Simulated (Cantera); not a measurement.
Input (Python, Cantera):

```python
import numpy as np
import cantera as ct

gas = ct.Solution("gri30.yaml")


def delay(T, t_max=10):
    gas.TPX = T, 150000, {'CH4': 1, 'CO': 0.55, 'O2': 2.42, 'N2': 9.1}
    reactor = ct.IdealGasConstPressureReactor(gas, clone=False)
    net = ct.ReactorNet([reactor])
    net.rtol, net.atol = 1e-8, 1e-16
    while net.time < t_max:
        t_old, T_old = net.time, reactor.T
        net.step()
        if reactor.T > T + 400:  # ignition: a rise of 400 K
            return t_old + (T + 400 - T_old) / (reactor.T - T_old) * (net.time - t_old)
    return np.nan


taus = []
for T in [1100, 1150, 1200, 1250, 1300, 1350, 1400]:
    taus.append(delay(T))
    print(f"T0 = {T:6g} K   tau = {taus[-1]:.4e} s")
```

Result:

```
T0 =   1100 K   tau = 1.9947e-01 s
T0 =   1150 K   tau = 8.7107e-02 s
T0 =   1200 K   tau = 3.9877e-02 s
T0 =   1250 K   tau = 1.9058e-02 s
T0 =   1300 K   tau = 9.4804e-03 s
T0 =   1350 K   tau = 4.9020e-03 s
T0 =   1400 K   tau = 2.6355e-03 s
```

Cantera simulation using GRI-Mech 3.0 (53 species, 325 reactions); the numbers are that mechanism's predictions, not measurements.
